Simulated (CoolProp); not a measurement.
A simple Rankine cycle with water: condensing at 318.15 K, boiler at 0.941 MPa, turbine inlet 452.4 K, turbine efficiency 0.85, pump efficiency 0.6, no recuperator. Each further row changes one setting.

Model: reference Helmholtz-energy equation of state, Wagner 2002, in CoolProp.

```tsv
case	thermal efficiency (%)	net work (kJ/kg)	heat in (kJ/kg)	turbine exit temperature (K)	volume ratio over the turbine
as stated	22.6	584	2590	318.1	61.7
turbine inlet 472.4 K	22.6	598	2640	318.1	59.3
condensing temperature 310.15 K	23.8	625	2620	310.2	90.8
boiler pressure 0.659 MPa	21.0	548	2610	318.1	43.4
turbine efficiency 0.75	19.9	515	2590	318.1	63.8
```

The expansion ends wet for: as stated; turbine inlet 472.4 K; condensing temperature 310.15 K; boiler pressure 0.659 MPa; turbine efficiency 0.75.
